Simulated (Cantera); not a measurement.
A perfectly stirred reactor is fed with CO : H2 : O2 : N2 = 1 : 1 : 1.25 : 4.7 (molar parts), equivalence ratio 0.80, at 270000 Pa; it is adiabatic with a 550 K inlet, and is followed from long to short residence time, starting on the burning branch (τ in s: 0.061, 0.026, 0.011, 0.0046, 0.0019, 0.00082, 0.00035, 0.00015, 6.2e-05, 2.6e-05).

Cantera simulation using GRI-Mech 3.0 (53 species, 325 reactions); the numbers are that mechanism's predictions, not measurements. The hydrogen kinetics of GRI-Mech 3.0 are dated; newer H2 mechanisms differ, most at raised pressure.

### Question
What does this change do: 0.11 parts H2O added?

### Answer
```tsv
quantity	before	after
blow-out, bracketed by the residence times tried	burning at 26.0 µs, the shortest tried	burning at 26.0 µs, the shortest tried
x(CO) at τ = 61.0 ms	0.00835	0.00734
x(H2) at τ = 61.0 ms	0.00147	0.00144
x(O2) at τ = 61.0 ms	0.0362	0.0356
x(NO) at τ = 61.0 ms	0.00512	0.00450
x(H2O) at τ = 61.0 ms	0.138	0.152
x(CO) at τ = 0.820 ms	0.0208	0.0192
x(H2) at τ = 0.820 ms	0.00390	0.00400
x(O2) at τ = 0.820 ms	0.0442	0.0432
x(NO) at τ = 0.820 ms	0.000319	0.000255
x(H2O) at τ = 0.820 ms	0.132	0.145
```

### Question
What does this change do: CO 1 to 1.3 parts?

### Answer
```tsv
quantity	before	after
blow-out, bracketed by the residence times tried	burning at 26.0 µs, the shortest tried	burning at 26.0 µs, the shortest tried
x(CO) at τ = 61.0 ms	0.00835	0.0219
x(H2) at τ = 61.0 ms	0.00147	0.00298
x(O2) at τ = 61.0 ms	0.0362	0.0214
x(NO) at τ = 61.0 ms	0.00512	0.00556
x(H2O) at τ = 61.0 ms	0.138	0.132
x(CO) at τ = 0.820 ms	0.0208	0.0372
x(H2) at τ = 0.820 ms	0.00390	0.00560
x(O2) at τ = 0.820 ms	0.0442	0.0314
x(NO) at τ = 0.820 ms	0.000319	0.000533
x(H2O) at τ = 0.820 ms	0.132	0.125
```
